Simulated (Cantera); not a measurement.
A Cantera script and its output.

```python
import numpy as np
import cantera as ct

gas = ct.Solution("h2o2.yaml")
gas.TPX = 373, 43000, {'H2': 1, 'O2': 0.238, 'N2': 0.895, 'H2O': 0.012}
flame = ct.FreeFlame(gas, width=0.072)
flame.set_refine_criteria(ratio=3, slope=0.08, curve=0.16)
flame.transport_model = "mixture-averaged"
flame.solve(loglevel=0, auto=True)
z, T = flame.grid, flame.T
thick = (T[-1] - T[0]) / np.gradient(T, z).max()
show = ['H2', 'O2', 'H2O2', 'HO2', 'H2O', 'H']
print(f"laminar burning velocity  {flame.velocity[0] * 100:.3f} cm/s")
print(f"burnt temperature         {T[-1]:.1f} K")
print(f"thermal thickness         {thick * 1e3:.4f} mm")
print(f"grid points               {len(z)}")
z0 = z[flame.heat_release_rate.argmax()]
print(f"{'z/mm':>9s}{'T/K':>9s}{'u/(m/s)':>9s}" + "".join(f"{s:>11s}" for s in show))
rows = []
for k in (-3, -2, -1.5, -1, -0.5, -0.25, 0, 0.25, 0.5, 1, 2, 4, 8):
    zz = z0 + k * thick
    rows.append([k * thick, np.interp(zz, z, T), np.interp(zz, z, flame.velocity),
                 *(np.interp(zz, z, flame.X[gas.species_index(s)]) for s in show)])
    print(f"{rows[-1][0] * 1e3:9.3f}{rows[-1][1]:9.1f}{rows[-1][2]:9.3f}" + "".join(f"{x:11.3e}" for x in rows[-1][3:]))
```

Output:

```
laminar burning velocity  379.989 cm/s
burnt temperature         2049.6 K
thermal thickness         1.1213 mm
grid points               130
     z/mm      T/K  u/(m/s)         H2         O2       H2O2        HO2        H2O          H
   -3.364    373.0    3.800  4.662e-01  1.110e-01  1.790e-16  8.072e-15  5.594e-03  5.701e-18
   -2.243    373.0    3.800  4.662e-01  1.110e-01  2.427e-14  1.466e-12  5.594e-03  6.670e-16
   -1.682    373.0    3.800  4.662e-01  1.110e-01  1.405e-12  8.185e-11  5.594e-03  2.612e-14
   -1.121    373.0    3.800  4.662e-01  1.110e-01  4.188e-10  2.340e-08  5.595e-03  5.090e-11
   -0.561    392.9    3.982  4.628e-01  1.113e-01  8.596e-06  1.530e-04  6.101e-03  4.276e-05
   -0.280    672.6    6.635  4.279e-01  1.043e-01  3.210e-05  1.150e-04  2.825e-02  7.496e-03
    0.000   1077.1   10.331  3.350e-01  7.117e-02  1.002e-06  3.883e-05  1.031e-01  4.544e-02
    0.280   1338.4   12.758  2.457e-01  1.950e-02  4.468e-07  9.830e-06  2.019e-01  8.250e-02
    0.561   1448.2   13.751  2.232e-01  3.339e-03  2.690e-07  1.599e-06  2.343e-01  8.788e-02
    1.121   1548.9   14.614  2.260e-01  4.885e-04  2.092e-07  2.241e-07  2.413e-01  7.809e-02
    2.243   1655.0   15.497  2.352e-01  3.081e-04  1.483e-07  1.362e-07  2.435e-01  6.346e-02
    4.485   1762.0   16.365  2.447e-01  2.021e-04  8.654e-08  8.934e-08  2.460e-01  4.817e-02
    8.970   1857.8   17.125  2.532e-01  1.121e-04  4.444e-08  5.282e-08  2.486e-01  3.416e-02
```

Model: the H2/O2 subset of GRI-Mech 3.0, which has no nitrogen chemistry, integrated in Cantera. Burning velocities carry a grid error of a few per cent, more on coarse grids.
